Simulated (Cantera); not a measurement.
Input: 1 mol TiO₂, 0.26 mol MgCl₂, 1.6 mol O₂, equilibrated at 898.15 K and 1.90 bar.

Equilibrium computed with Cantera from the NASA thermochemical tables; the gas is ideal and each condensed phase is pure. Candidate condensed phases: Mg, MgCl₂, MgO, MgTiO₃, MgTi₂O₅, Mg₂TiO₄, Ti, TiCl₂, TiCl₃, TiCl₄, TiO, TiO₂, Ti₂O₃, Ti₃O₅, Ti₄O₇; 20 gas species. Condensed phases not in the tables: TiOCl, alloys, solid solutions and most ternary compounds. The numbers say what is thermodynamically allowed, not how fast it happens.

Base state: O₂ 0.850, Cl₂ 0.150, Cl 2.01e-5 (mole fractions); condensed: MgTi₂O₅(s) + TiO₂(rutile).

Q: What changes in the equilibrium state with this change: temperature from 898.15 K to 1600 K?

A: 
```
species             before     after
-----------------  -------  --------
O₂                   0.850     0.838
Cl₂                  0.150     0.128
Cl                 2.01e-5    0.0286
TiCl₄              1.28e-9   2.93e-5
MgCl₂              1.40e-8   0.00478
ClO                2.16e-6  0.000785
MgTi₂O₅(s), mol      0.260     0.252
TiO₂(rutile), mol    0.480     0.497
```
Mutual solubility and eutectic melting of coexisting phases are not modelled. Condensed phases not in the tables: alloys, solid solutions and most ternary compounds.
